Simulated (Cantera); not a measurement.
A Cantera script and its output.

```python
import numpy as np
import cantera as ct

surf = ct.Interface("ptcombust.yaml", "Pt_surf")
gas = surf.adjacent["gas"]
gas.TPX = 925, 92000, {'CO': 0.028, 'O2': 0.067, 'N2': 0.79, 'H2O': 0.0073}
surf.TP = 925, 92000
reactor = ct.FlowReactor(gas, clone=False)
reactor.area = 0.0001  # m2
reactor.surface_area_to_volume_ratio = 2400  # 1/m
reactor.mass_flow_rate = 2.4 * reactor.area * gas.density  # inlet velocity 2.4 m/s
reactor.energy_enabled = False
wall = ct.ReactorSurface(surf, reactor, clone=False)
net = ct.ReactorNet([reactor])
net.rtol, net.atol = 1e-8, 1e-16
show, cover = ['CO', 'O2', 'H2O', 'CO2'], ['PT(S)', 'H(S)', 'O(S)', 'OH(S)', 'CO(S)', 'C(S)']

rows = []
print(f"{'z/m':>9s}{'u/(m/s)':>9s}" + "".join(f"{s:>13s}" for s in show + cover))
for z in [0.0001, 0.00019, 0.00037, 0.00072, 0.0014, 0.0027, 0.0052, 0.01]:
    net.advance(z)
    rows.append([reactor.speed, *gas[show].X, *surf[cover].coverages])
    print(f"{z:9.4g}{rows[-1][0]:9.3g}" + "".join(f"{x:13.4e}" for x in rows[-1][1:]))
```

Result:

```
      z/m  u/(m/s)           CO           O2          H2O          CO2        PT(S)         H(S)         O(S)        OH(S)        CO(S)         C(S)
   0.0001     2.37   1.0220e-02   6.5146e-02   8.2690e-03   2.1497e-02   5.5165e-01   3.7731e-06   3.1569e-02   6.8761e-04   4.1608e-01   2.8142e-10
  0.00019     2.36   1.2702e-03   6.0941e-02   8.3062e-03   3.0589e-02   1.6788e-01   1.2384e-07   8.2963e-01   1.9489e-03   5.3821e-04   4.2155e-15
  0.00037     2.36   2.8667e-04   6.0479e-02   8.3103e-03   3.1589e-02   1.5067e-01   1.0421e-07   8.4736e-01   1.8664e-03   9.5947e-05   6.6035e-16
  0.00072     2.36   2.1279e-05   6.0354e-02   8.3114e-03   3.1858e-02   1.4712e-01   1.0034e-07   8.5102e-01   1.8484e-03   6.7630e-06   4.5253e-17
   0.0014     2.36   1.4807e-07   6.0344e-02   8.3115e-03   3.1880e-02   1.4685e-01   1.0005e-07   8.5130e-01   1.8470e-03   4.6875e-08   3.1298e-19
   0.0027     2.36   1.1191e-11   6.0344e-02   8.3115e-03   3.1880e-02   1.4685e-01   1.0005e-07   8.5130e-01   1.8470e-03   3.5427e-12   2.3654e-23
   0.0052     2.36  -1.0594e-16   6.0344e-02   8.3115e-03   3.1880e-02   1.4685e-01   1.0005e-07   8.5130e-01   1.8470e-03  -2.8211e-19  -1.8689e-30
     0.01     2.36  -8.9890e-17   6.0344e-02   8.3115e-03   3.1880e-02   1.4685e-01   1.0005e-07   8.5130e-01   1.8470e-03  -7.1641e-23   2.4518e-32
```

Detailed kinetics in Cantera: Deutschmann's 1995 Pt surface mechanism with GRI-Mech 3.0 gas chemistry. Catalytic surfaces can have several steady states; this one follows from the mechanism file's or the stated starting coverage. Mass transfer to the wall is taken as infinitely fast.
